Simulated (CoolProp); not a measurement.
100 sccm (0 °C, 1 atm) of nitrogen bubbles through liquid the fluoroketone C6F12O (FK-5-1-12) at 306.6 K and leaves saturated at a total pressure of 0.15 MPa (ideal gas phase). Each further row changes one setting.

The numbers come from the reference Helmholtz-energy equation of state, McLinden 2015 in CoolProp.

```
case                      vapour pressure (kPa)  mole fraction of vapour  delivery (mg/min)  delivery (sccm)  change of delivery for a bath 1 K warmer (%)
------------------------  ---------------------  -----------------------  -----------------  ---------------  --------------------------------------------
as stated                                  57.0                    0.380                863                ?                                             ?
bath temperature 311.6 K                      ?                    0.460                  ?             85.3                                           7.3
total pressure 0.3 MPa                     57.0                    0.190                  ?             23.4                                           5.0
```

Task: Some entries are withheld; supply them.

Result: 
- as stated, delivery (sccm): 61.2
- as stated, change of delivery for a bath 1 K warmer (%): 6.6
- bath temperature 311.6 K, vapour pressure (kPa): 69.0
- bath temperature 311.6 K, delivery (mg/min): 1200
- total pressure 0.3 MPa, delivery (mg/min): 331
